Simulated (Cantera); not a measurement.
Cantera with NASA thermochemical tables; ideal gases at 1 bar, condensed phases pure. Values are per mole of reaction as written; species without (g) are pure solids or liquids, kept so even where they would boil at 1 bar.

2 SO2(g) + 4 Ca = S2(g) + 4 CaO, with ΔH° = -1818.3 kJ and ΔS° = -285.1 J/K at 300 K.

### Question
How far is the shortcut ΔG° ≈ ΔH°(300 K) − T·ΔS°(300 K) from the full temperature-dependent value at 725, 925, 1125, 1325, 1525 K?

### Answer
```json
[
 {"T (K)": "725", "shortcut (kJ)": "-1611.5", "full (kJ)": "-1616.2", "difference (kJ)": "4.7", "difference in log10 K": "-0.34", "condensed phases": "Ca(s), CaO(s)"},
 {"T (K)": "925", "shortcut (kJ)": "-1554.5", "full (kJ)": "-1562.3", "difference (kJ)": "7.8", "difference in log10 K": "-0.44", "condensed phases": "Ca(s), CaO(s)"},
 {"T (K)": "1125", "shortcut (kJ)": "-1497.5", "full (kJ)": "-1508.8", "difference (kJ)": "11.4", "difference in log10 K": "-0.53", "condensed phases": "Ca(l), CaO(s)"},
 {"T (K)": "1325", "shortcut (kJ)": "-1440.4", "full (kJ)": "-1449.6", "difference (kJ)": "9.2", "difference in log10 K": "-0.36", "condensed phases": "Ca(l), CaO(s)"},
 {"T (K)": "1525", "shortcut (kJ)": "-1383.4", "full (kJ)": "-1390.2", "difference (kJ)": "6.8", "difference in log10 K": "-0.23", "condensed phases": "Ca(l), CaO(s)"}
]
```
The shortcut ignores heat capacities and the phase changes listed.
